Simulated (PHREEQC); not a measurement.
**Phosphoric acid bath: an equilibrium model**

A solution holds 0.011 mol NaH2PO4, 0.16 mol HCl and 1.6e-05 mol H4SiO4 per kg of water, at 25 °C. Closed to the air; pH follows from the charge balance.

The numbers come from PHREEQC with the ion-association model, phreeqc.dat.

No solid was allowed to form.

Q: What pH, density does the model give?

A: pH 0.92; density 1.001 g/cm³.

Q: In which forms is P present?

A: H3PO4 93 %, H2PO4- 7.1 % of the P.

Complexes and solids missing from the database can't appear.
